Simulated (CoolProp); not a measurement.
Vapour-liquid equilibrium of R143a (1) + R152A (2) at 4.98 bar; x and y are mole fractions of (1).

Computed with CoolProp (multi-fluid Helmholtz-energy mixture model, Lemmon and Jacobsen 2000 and Outcalt 1996; pair parameters Bell 2016).

| x | bubble temperature, mixture model (K) | bubble temperature, Raoult's law (K) | y, mixture model | y, Raoult's law |
|---|---|---|---|---|
| 0.05 | [?] | 290.4 | 0.107 | 0.103 |
| 0.15 | 285.8 | 286.9 | 0.284 | 0.280 |
| 0.25 | 282.4 | 283.8 | 0.422 | 0.427 |
| 0.35 | 279.4 | 280.8 | 0.535 | 0.550 |
| 0.45 | 276.8 | 278.2 | [?] | 0.652 |
| 0.55 | 274.5 | 275.7 | 0.712 | 0.739 |
| 0.65 | 272.5 | 273.3 | 0.785 | 0.813 |
| 0.75 | 270.6 | 271.2 | 0.851 | 0.877 |
| 0.85 | 268.8 | 269.1 | [?] | 0.931 |
| 0.95 | 267.1 | 267.2 | 0.972 | 0.979 |

Problem. Fill in the missing entries.

Solution. 
- 0.05, bubble temperature, mixture model (K): 289.9
- 0.45, y, mixture model: 0.630
- 0.85, y, mixture model: 0.913

The largest gap from Raoult's law is -1.4 K in bubble temperature, at x = 0.35. No azeotrope shows between x = 0.05 and 0.95.

Pair parameters are fitted to limited data, so mixtures are less certain than the pure fluids.
